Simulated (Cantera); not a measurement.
A Cantera script and what it prints.

```python
import numpy as np
import cantera as ct

gas_names = [...]  # 136 gases of nasa_gas.yaml made of C, H, N, O
cond_names = """
    C(gr) C6H6(L) C7H8(L) C8H18(L),n-octa H2O(s) H2O(L)
""".split()


# ... load() reads the species with a 1 bar reference pressure and builds the phases ...
atoms = {
    'CH3OH': {'C': 1, 'H': 4, 'O': 1},
    'CO2': {'C': 1, 'O': 2},
    'N2': {'N': 2},
}
top_T = {'C(gr)': 4500}  # K; cautious upper limits of use, not melting points


# ... equilibrate(T, P, feed) seeds the gas with the atoms and calls Mixture.equilibrate('TP', solver="vcs", rtol=1e-11, max_steps=5000) ...
results = []
feed = {'CH3OH': 1, 'CO2': 0.058, 'N2': 0.9}  # mol
T = 2825  # K
P = 7900  # Pa
mix = equilibrate(T, P, feed)
results.append((T, P, feed, dict(zip(mix.species_names, mix.species_moles))))
x = sorted(zip(gas.X, gas.species_names), reverse=True)
print(f"T = {T:g} K  P = {P:g} Pa  gas = {mix.phase_moles(0):.4g} mol")
print("   x: " + "  ".join(f"{s} {v:.3e}" for v, s in x if v > 1e-06))
print("   condensed (mol): " + ("  ".join(f"{mix.phase(i).name} {mix.phase_moles(i):.4g}"
      for i in range(1, mix.n_phases) if mix.phase_moles(i) > 1e-12) or "none"))
```

It prints:

```
T = 2825 K  P = 7900 Pa  gas = 4.376 mol
   x: H2 3.519e-01  CO 2.408e-01  N2 2.056e-01  H 1.884e-01  H2O 1.008e-02  OH 1.552e-03  CO2 9.821e-04  O 5.205e-04  NO 1.037e-04  N 6.782e-06  O2 5.971e-06
   condensed (mol): none
```

These are equilibrium values from Cantera (NASA tables, ideal gas, pure condensed phases), not measurements of a reactor.
